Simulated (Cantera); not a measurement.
A closed system holds: 1 mol V₂O₃, 6 mol H₂, at 28.0 Pa.

Method: chemical equilibrium by Gibbs-energy minimisation in Cantera with the NASA 1993 tables (ideal gas, pure condensed phases). Candidate condensed phases: H₂O, V, VO, V₂O₃, V₂O₄, V₂O₅; 12 gas species. Mutual solubility and eutectic melting of coexisting phases are not modelled. VO: taken at fixed stoichiometry. Condensed phases not in the tables: the oxides between V₂O₃ and V₂O₅ other than VO₂. Rates play no part.

log p: log10 of the partial pressure in bar; n: condensed amount in mol.

```json
[
 {"T (°C)": "900", "log p H₂": "-3.55", "log p H": "-8.70", "log p VO₂": "-14.58", "log p VO": "-15.49", "log p H₂O": "-7.00", "n VO(s)": "0.00425", "n V₂O₃(s)": "0.998", "n VO(l)": "0"},
 {"T (°C)": "1000", "log p H₂": "-3.55", "log p H": "-7.92", "log p VO₂": "-12.71", "log p VO": "-13.60", "log p H₂O": "-6.64", "n VO(s)": "0.00986", "n V₂O₃(s)": "0.995", "n VO(l)": "0"},
 {"T (°C)": "1100", "log p H₂": "-3.55", "log p H": "-7.25", "log p VO₂": "-11.12", "log p VO": "-11.99", "log p H₂O": "-6.33", "n VO(s)": "0.0202", "n V₂O₃(s)": "0.990", "n VO(l)": "0"},
 {"T (°C)": "1200", "log p H₂": "-3.55", "log p H": "-6.68", "log p VO₂": "-9.75", "log p VO": "-10.61", "log p H₂O": "-6.06", "n VO(s)": "0.0375", "n V₂O₃(s)": "0.981", "n VO(l)": "0"},
 {"T (°C)": "1300", "log p H₂": "-3.56", "log p H": "-6.17", "log p VO₂": "-8.56", "log p VO": "-9.42", "log p H₂O": "-5.83", "n VO(s)": "0.0641", "n V₂O₃(s)": "0.968", "n VO(l)": "0"},
 {"T (°C)": "1400", "log p H₂": "-3.56", "log p H": "-5.72", "log p VO₂": "-7.52", "log p VO": "-8.37", "log p H₂O": "-5.62", "n VO(s)": "0.103", "n V₂O₃(s)": "0.948", "n VO(l)": "0"},
 {"T (°C)": "1500", "log p H₂": "-3.57", "log p H": "-5.33", "log p VO₂": "-6.60", "log p VO": "-7.45", "log p H₂O": "-5.45", "n VO(s)": "0.159", "n V₂O₃(s)": "0.917", "n VO(l)": "0"},
 {"T (°C)": "1600", "log p H₂": "-3.58", "log p H": "?", "log p VO₂": "?", "log p VO": "?", "log p H₂O": "?", "n VO(s)": "?", "n V₂O₃(s)": "0.853", "n VO(l)": "0"},
 {"T (°C)": "1700", "log p H₂": "-3.62", "log p H": "?", "log p VO₂": "?", "log p VO": "?", "log p H₂O": "-5.19", "n VO(s)": "?", "n V₂O₃(s)": "?", "n VO(l)": "0"},
 {"T (°C)": "1800", "log p H₂": "-3.70", "log p H": "-4.43", "log p VO₂": "-4.50", "log p VO": "-5.25", "log p H₂O": "-5.22", "n VO(s)": "0", "n V₂O₃(s)": "0", "n VO(l)": "1.01"},
 {"T (°C)": "1900", "log p H₂": "-3.79", "log p H": "-4.21", "log p VO₂": "-4.50", "log p VO": "-4.72", "log p H₂O": "-5.71", "n VO(s)": "0", "n V₂O₃(s)": "0", "n VO(l)": "0.400"}
]
```

### Question
Some entries are withheld; supply them.

### Answer

- 1700, log p H: -4.68
- 1700, log p VO₂: -5.06
- 1700, log p VO: -5.90
- 1700, n VO(s): 0.473
- 1700, n V₂O₃(s): 0.649
- 1600, log p H: -4.98
- 1600, log p VO₂: -5.79
- 1600, log p VO: -6.63
- 1600, log p H₂O: -5.30
- 1600, n VO(s): 0.252
